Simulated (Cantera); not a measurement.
Input: 1 mol MgCO₃, 0.061 mol H₂O, at 1377 °C and 360 Pa.

Method: chemical equilibrium by Gibbs-energy minimisation in Cantera with the NASA 1993 tables (ideal gas, pure condensed phases). Candidate condensed phases: C, C₆H₆, C₇H₈, C₈H₁₈, H₂O, Mg, MgCO₃, MgO, Mg(OH)₂; 116 gas species. Kinetics and transport are ignored.

Base state: CO₂ 0.929, H₂O 0.0569, CO 0.00880, O₂ 0.00440, OH 0.000300, H₂ 0.000168, O 2.86e-5, H 1.96e-5 (mole fractions); condensed: MgO(s).

Problem. What changes in the equilibrium state with this change: pressure from 360 Pa to 56000 Pa?

Solution. 
```
species        before     after
-----------  --------  --------
CO₂             0.929     0.940
H₂O            0.0569    0.0574
CO            0.00880   0.00165
O₂            0.00440  0.000826
H             1.96e-5   6.79e-7
O             2.86e-5   9.94e-7
H₂           0.000168   3.13e-5
OH           0.000300   5.62e-5
MgO(s), mol      1.00      1.00
```
